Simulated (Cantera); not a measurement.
Input: 1 mol B2O3, 6.4 mol H2, at 1375 °C and 750 Torr.

These are equilibrium values from Cantera (NASA tables, ideal gas, pure condensed phases), not measurements of a reactor. Candidate condensed phases: B, B2O3, B3O3H3, H2O; 23 gas species. Gases not in the tables: H3BO3. Rates play no part.

Base state: H2 0.993, HBO 0.00350, HBO2 0.00226, H2O 0.000807, B2O3 0.000337, H 8.89e-5, B3O3H3 7.95e-5, B2O2 6.37e-5 (mole fractions); condensed: B2O3(l).

**Question.** What changes in the equilibrium state with this change: temperature from 1375 °C to 1775 °C?

**Answer.** 
| species | before | after |
|---|---|---|
| H2 | 0.993 | 0.800 |
| B2O3 | 0.000337 | 0.0685 |
| HBO2 | 0.00226 | 0.0604 |
| HBO | 0.00350 | 0.0527 |
| BO2 | 1.11e-8 | 1.99e-5 |
| BO | 6.67e-6 | 0.00183 |
| B2O2 | 6.37e-5 | 0.00883 |
| B2O3(l), mol | 0.978 | 0 |

**Question.** What changes in the equilibrium state with this change: temperature from 1375 °C to 975 °C?

**Answer.** 
```
species         before    after
------------  --------  -------
H2               0.993    1.000
H2O           0.000807  4.32e-5
B3O3H3         7.95e-5  2.56e-5
HBO            0.00350  2.02e-5
HBO2           0.00226  1.05e-5
B2O2           6.37e-5  6.96e-9
B2O3          0.000337  4.15e-8
H              8.89e-5  4.67e-7
B2O3(l), mol     0.978    1.000
```

**Question.** What changes in the equilibrium state with this change: temperature from 1375 °C to 1475 °C?

**Answer.** 
```csv
species,before,after
H2,0.993,0.982
HBO,0.00350,0.00815
HBO2,0.00226,0.00603
BO,6.67e-6,3.56e-5
B2O3,0.000337,0.00163
B2O2,6.37e-5,0.000284
H,8.89e-5,0.000227
H2O,0.000807,0.00148
"B2O3(l), mol",0.978,0.941
```
